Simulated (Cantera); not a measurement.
Input: 1 mol PbO, 0.99 mol CO, 0.44 mol H2, at 13.3 mbar.

Cantera equilibrium calculation (NASA polynomials, part measured and part estimated; ideal gas, pure solids and liquids). Candidate condensed phases: C, C6H6, C7H8, C8H18, H2O, Pb, PbO, PbO2, Pb3O4; 113 gas species. The numbers say what is thermodynamically allowed, not how fast it happens.

### Question
What share of the Pb ends up in condensed phases as a function of T (°C), at 502, 602, 702, 802, 902, 1002, 1102?

### Answer
```
T (°C)  Pb condensed (%)     as
------  ----------------  -----
502                100.0  Pb(l)
602                100.0  Pb(l)
702                 99.9  Pb(l)
802                 99.2  Pb(l)
902                 95.2  Pb(l)
1002                76.4  Pb(l)
1102                 0.0      -
```
